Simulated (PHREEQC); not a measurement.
Solution (85 °C): 2.2 mmol/kgw ZnSO4, 23 mmol/kgw CuCl2, 0.041 mmol/kgw HCl and 0.099 mmol/kgw NaCl. Closed to the air; pH follows from the charge balance.

Model: ion-association model, wateq4f.dat, run in PHREEQC.

No solid was allowed to form.

Q: Predict the pH.

A: pH 3.98.

Q: In which forms is Zn present?

A: Zn+2 68 %, ZnCl+ 26 %, ZnSO4 4.7 %, ZnCl2 0.8 % of the Zn.

The solution is supersaturated, for example in Atacamite, so a real one may precipitate; this is no full list. Constants without temperature data keep their 25 °C values here.
